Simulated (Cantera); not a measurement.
A Cantera script and its output.

```python
import numpy as np
import cantera as ct

gas = ct.Solution("h2o2.yaml")
gas.TPX = 500, 16000, {'H2': 1, 'O2': 0.238, 'N2': 0.895}
flame = ct.FreeFlame(gas, width=0.14)
flame.set_refine_criteria(ratio=3, slope=0.08, curve=0.16)
flame.transport_model = "unity-Lewis-number"
flame.solve(loglevel=0, auto=True)
z, T = flame.grid, flame.T
thick = (T[-1] - T[0]) / np.gradient(T, z).max()
show = ['H2', 'O2', 'OH', 'H', 'HO2', 'O']
print(f"laminar burning velocity  {flame.velocity[0] * 100:.3f} cm/s")
print(f"burnt temperature         {T[-1]:.1f} K")
print(f"thermal thickness         {thick * 1e3:.4f} mm")
print(f"grid points               {len(z)}")
z0 = z[flame.heat_release_rate.argmax()]
print(f"{'z/mm':>9s}{'T/K':>9s}{'u/(m/s)':>9s}" + "".join(f"{s:>11s}" for s in show))
rows = []
for k in (-3, -2, -1.5, -1, -0.5, -0.25, 0, 0.25, 0.5, 1, 2, 4, 8):
    zz = z0 + k * thick
    rows.append([k * thick, np.interp(zz, z, T), np.interp(zz, z, flame.velocity),
                 *(np.interp(zz, z, flame.X[gas.species_index(s)]) for s in show)])
    print(f"{rows[-1][0] * 1e3:9.3f}{rows[-1][1]:9.1f}{rows[-1][2]:9.3f}" + "".join(f"{x:11.3e}" for x in rows[-1][3:]))
```

Result:

```
laminar burning velocity  311.268 cm/s
burnt temperature         2158.5 K
thermal thickness         3.9602 mm
grid points               133
     z/mm      T/K  u/(m/s)         H2         O2         OH          H        HO2          O
  -11.881    500.0    3.113  4.688e-01  1.116e-01  1.222e-16  2.009e-15  6.565e-11  7.098e-15
   -7.920    500.0    3.113  4.688e-01  1.116e-01  3.518e-14  5.794e-13  2.458e-09  2.044e-12
   -5.940    500.0    3.113  4.688e-01  1.116e-01  1.528e-12  2.592e-11  3.123e-08  8.848e-11
   -3.960    500.1    3.113  4.688e-01  1.116e-01  1.361e-10  3.575e-09  7.579e-07  7.228e-09
   -1.980    520.5    3.236  4.668e-01  1.104e-01  8.666e-06  7.722e-05  5.423e-05  5.956e-06
   -0.990    699.9    4.305  4.410e-01  9.754e-02  1.616e-04  6.099e-03  3.720e-05  1.681e-04
    0.000   1089.4    6.556  3.093e-01  4.337e-02  1.170e-03  6.919e-02  1.019e-05  2.433e-03
    0.990   1327.1    7.878  2.119e-01  5.374e-03  2.347e-03  1.195e-01  1.094e-06  2.072e-03
    1.980   1430.2    8.427  2.073e-01  1.093e-03  2.864e-03  1.146e-01  2.021e-07  1.485e-03
    3.960   1546.4    9.028  2.174e-01  6.504e-04  3.461e-03  9.786e-02  1.082e-07  1.324e-03
    7.920   1669.0    9.647  2.289e-01  5.008e-04  3.858e-03  7.937e-02  7.756e-08  1.083e-03
   15.841   1793.6   10.262  2.403e-01  3.344e-04  3.889e-03  6.066e-02  5.137e-08  7.623e-04
   31.681   1905.9   10.804  2.505e-01  1.934e-04  3.494e-03  4.385e-02  3.207e-08  4.597e-04
```

Cantera simulation using the H2/O2 subset of GRI-Mech 3.0, which has no nitrogen chemistry; the numbers are that mechanism's predictions, not measurements. Unity Lewis numbers drop preferential diffusion, which matters most where H2 and H carry the flame. Burning velocities carry a grid error of a few per cent, more on coarse grids.
